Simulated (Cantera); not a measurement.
Mixture: H2 : O2 : N2 = 1 : 0.588 : 2.21 (molar parts), at 260000 Pa, adiabatic and at constant pressure. Ignition delay is the time to a rise of 400 K.

Cantera simulation using the H2/O2 subset of GRI-Mech 3.0, which has no nitrogen chemistry; the numbers are that mechanism's predictions, not measurements. The hydrogen kinetics of GRI-Mech 3.0 are dated; newer H2 mechanisms differ, most at raised pressure. Below about 950 K walls govern HO2 and H2O2 in real vessels.

### Question
What does this change do: pressure from 260000 Pa to 100000 Pa?

### Answer
```json
[
 {"quantity": "delay at 900 K", "before": "0.257 s", "after": "0.251 s"},
 {"quantity": "delay at 975 K", "before": "22.8 ms", "after": "0.663 ms"},
 {"quantity": "delay at 1050 K", "before": "0.588 ms", "after": "0.142 ms"},
 {"quantity": "delay at 1125 K", "before": "42.0 µs", "after": "74.3 µs"},
 {"quantity": "delay at 1200 K", "before": "20.7 µs", "after": "47.5 µs"},
 {"quantity": "delay at 1275 K", "before": "13.1 µs", "after": "33.8 µs"},
 {"quantity": "apparent activation energy between 1125 and 1275 K", "before": "92 kJ/mol", "after": "62 kJ/mol"}
]
```

### Question
What does this change do: pressure from 260000 Pa to 500000 Pa?

### Answer
```
quantity           before     after
---------------  --------  --------
delay at 900 K    0.257 s   0.186 s
delay at 975 K    22.8 ms   22.9 ms
delay at 1050 K  0.588 ms   2.84 ms
delay at 1125 K   42.0 µs  0.150 ms
delay at 1200 K   20.7 µs   15.7 µs
delay at 1275 K   13.1 µs   7.90 µs
```
